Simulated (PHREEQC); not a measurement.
Consider water at 25 °C with 0.054 mol/kgw HNO3, 0.14 mol/kgw FeCl3 and 0.3 mol/kgw MnSO4. Closed to the air; pH follows from the charge balance.

All values are PHREEQC results (ion-association model, phreeqc.dat), not measurements.

This is a speciation only: nothing precipitates in the calculation.

**Question.** Order these Cl species by the share of Cl that they hold, largest first: MnCl+, Cl-, FeCl2+, FeCl+2, MnCl2.

**Answer.** Cl- (81 %), MnCl+ (12 %), FeCl+2 (3.6 %), FeCl2+ (1.9 %), MnCl2 (1.2 %)

**Question.** Order these S species by the share of S that they hold, largest first: Fe(SO4)2-, MnSO4, SO4-2, FeSO4+, HSO4-.

**Answer.** FeSO4+ (29 %), SO4-2 (25 %), MnSO4 (22 %), Fe(SO4)2- (13 %), HSO4- (8.5 %)

The pH is 1.78 and the ionic strength 0.884 mol/kgw. The solution is supersaturated, for example in Hematite (slow to form), Goethite (slow to form), so a real one may precipitate; this is no full list. The ionic strength is past about 0.7 mol/kgw, beyond the range of this activity model, so the values are rough. Species that the database lacks are ignored.
